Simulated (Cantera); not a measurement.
**Moist CO burnout**

An isothermal, constant-pressure homogeneous reactor starts with CO : O2 : H2O : N2 = 0.0053 : 0.047 : 0.0013 : 1 (molar parts), equivalence ratio 0.056, at 1000 K and 40000 Pa.

Model: GRI-Mech 3.0 (53 species, 325 reactions), integrated in Cantera.

| t (s) | x CO | x O2 | x H2O | x N2O | x HO2 | x H2 |
|---|---|---|---|---|---|---|
| 2.00e-5 | 0.00503 | 0.0446 | 0.00123 | <1e-12 | <1e-12 | <1e-12 |
| 7.02e-5 | 0.00503 | 0.0446 | 0.00123 | <1e-12 | <1e-12 | <1e-12 |
| 0.000247 | 0.00503 | 0.0446 | 0.00123 | <1e-12 | <1e-12 | <1e-12 |
| 0.000866 | 0.00503 | 0.0446 | 0.00123 | <1e-12 | <1e-12 | <1e-12 |
| 0.00304 | 0.00503 | 0.0446 | 0.00123 | <1e-12 | 9.82e-12 | <1e-12 |
| 0.0107 | 0.00503 | 0.0446 | 0.00123 | <1e-12 | 1.83e-10 | <1e-12 |
| 0.0375 | 0.00503 | 0.0446 | 0.00123 | 2.75e-12 | 4.20e-9 | 1.80e-11 |
| 0.132 | 0.00499 | 0.0446 | 0.00123 | 2.42e-9 | 1.13e-6 | 2.95e-7 |
| 0.462 | 0.00181 | 0.0431 | 0.00123 | 1.71e-7 | 1.07e-6 | 2.39e-6 |
| 1.62 | 0.000275 | 0.0423 | 0.00124 | 2.83e-7 | 4.06e-7 | 2.77e-7 |
| 5.70 | 2.14e-5 | 0.0422 | 0.00124 | 3.21e-7 | 7.69e-8 | 1.18e-8 |
| 20.0 | 8.87e-7 | 0.0422 | 0.00124 | 3.23e-7 | 4.85e-9 | 3.57e-10 |
x: mole fraction; the columns are a selection and need not sum to one.

Equilibrium at this temperature and pressure: CO 2.38e-12, O2 0.0422, H2O 0.00124, N2O 8.85e-10, HO2 2.47e-11, H2 <1e-12 (gas phase only).
